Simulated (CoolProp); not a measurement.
Vapour-liquid equilibrium of benzene (1) + n-octane (2) at 30.8 kPa; x and y are mole fractions of (1).

Computed with CoolProp (multi-fluid Helmholtz-energy mixture model, Thol 2012 and Beckmüller 2019; pair parameters Bell 2016).

| x | bubble temperature, mixture model (K) | bubble temperature, Raoult's law (K) | y, mixture model | y, Raoult's law |
|---|---|---|---|---|
| 0.05 | 355.5 | 356.6 | 0.211 | 0.182 |
| 0.2 | 343.1 | 346.4 | 0.582 | 0.531 |
| 0.35 | 335.0 | 338.7 | 0.751 | 0.720 |
| 0.5 | 329.5 | 332.6 | 0.841 | 0.833 |
| 0.65 | 325.7 | 327.7 | 0.898 | 0.906 |
| 0.8 | 322.6 | 323.6 | 0.942 | 0.956 |
| 0.95 | 319.9 | 320.0 | 0.985 | 0.991 |

The largest gap from Raoult's law is -3.7 K in bubble temperature, at x = 0.35. No azeotrope shows between x = 0.05 and 0.95.

The pair parameters rest on a limited set of measurements; away from them the model extrapolates.
